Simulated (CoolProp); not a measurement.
Vapour-liquid equilibrium of trans-2-butene (1) + acetone (2) at 351.1 K; x and y are mole fractions of (1).

Computed with CoolProp (multi-fluid Helmholtz-energy mixture model, Lemmon 2005 and Lemmon 2006; pair parameters Bell 2016).

Task: Give the bubble pressure and the first vapour's composition at x = 0.25, 0.35, 0.45. Is there an azeotrope?

Result: x = 0.25: 0.5531 MPa, y = 0.681; x = 0.35: 0.6420 MPa, y = 0.743; x = 0.45: 0.7099 MPa, y = 0.784. No azeotrope shows between x = 0.05 and 0.95.

Pair parameters are fitted to limited data, so mixtures are less certain than the pure fluids.
